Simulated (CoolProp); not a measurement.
Vapour-liquid equilibrium of R1234yf (1) + isobutane (2) at 271 K; x and y are mole fractions of (1).

Computed with CoolProp (multi-fluid Helmholtz-energy mixture model, Lemmon 2022 and Bücker 2006; pair parameters Bell 2016).

| x | bubble pressure (MPa) | y at the bubble point | dew pressure at overall composition x (MPa) | liquid density (mol/L) |
|---|---|---|---|---|
| 0.05 | 0.1773 | 0.209 | 0.1520 | 10.02 |
| 0.125 | 0.2120 | 0.373 | 0.1631 | 10.00 |
| 0.2 | 0.2359 | (withheld) | 0.1757 | 9.988 |
| 0.275 | 0.2529 | 0.526 | 0.1901 | 9.983 |
| 0.35 | 0.2654 | 0.572 | 0.2065 | 9.984 |
| 0.425 | 0.2751 | 0.611 | (withheld) | 9.994 |
| 0.5 | 0.2828 | 0.646 | 0.2456 | 10.01 |
| 0.575 | (withheld) | (withheld) | 0.2662 | 10.04 |
| 0.65 | 0.2941 | 0.719 | 0.2836 | 10.07 |
| 0.725 | 0.2978 | 0.761 | (withheld) | 10.12 |
| 0.8 | 0.2999 | (withheld) | 0.2996 | 10.18 |
| 0.875 | 0.2999 | 0.869 | 0.2998 | 10.24 |
| 0.95 | 0.2972 | 0.941 | 0.2967 | 10.32 |

Q: Fill in the missing entries.

A: 
- 0.2, y at the bubble point: 0.465
- 0.425, dew pressure at overall composition x (MPa): 0.2252
- 0.575, bubble pressure (MPa): 0.2891
- 0.575, y at the bubble point: 0.681
- 0.725, dew pressure at overall composition x (MPa): 0.2948
- 0.8, y at the bubble point: 0.810

y crosses x between x = 0.8 and 0.875: the model has an azeotrope there.

Pair parameters are fitted to limited data, so mixtures are less certain than the pure fluids.
